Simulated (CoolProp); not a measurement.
Saturated liquid density (kg/m³) of dodecamethylpentasiloxane (MD3M): the reference equation beside estimates from Tc = 628.0 K, pc = 954.0 kPa, ω = 0.730.

Model: reference Helmholtz-energy equation of state, Thol 2019, in CoolProp.

```csv
T (K),reference,van der Waals,Redlich-Kwong,Soave-Redlich-Kwong,Peng-Robinson
497.8,660.6,365.5,517.8,584.3,661.1
505.3,651.1,360.3,508.4,574.7,650.5
512.9,641.2,354.9,498.6,564.5,639.2
520.4,631.0,349.3,488.5,553.9,627.4
527.9,620.6,343.5,478.1,542.8,614.9
535.4,609.7,337.5,467.3,531.0,601.6
542.9,598.4,331.3,456.0,518.5,587.5
550.4,586.6,324.7,444.2,505.2,572.4
558,574.0,317.7,431.7,490.9,556.1
565.5,560.8,310.4,418.7,475.7,538.7
573,546.7,302.7,404.9,459.4,519.9
580.5,531.4,294.4,390.2,441.7,499.5
```

Absolute difference from the reference over all 12 rows, mean and median: van der Waals 44.6 and 44.6 %, Redlich-Kwong 23.8 and 23.6 %, Soave-Redlich-Kwong 13.6 and 13.1 %, Peng-Robinson 2.1 and 1.6 %.
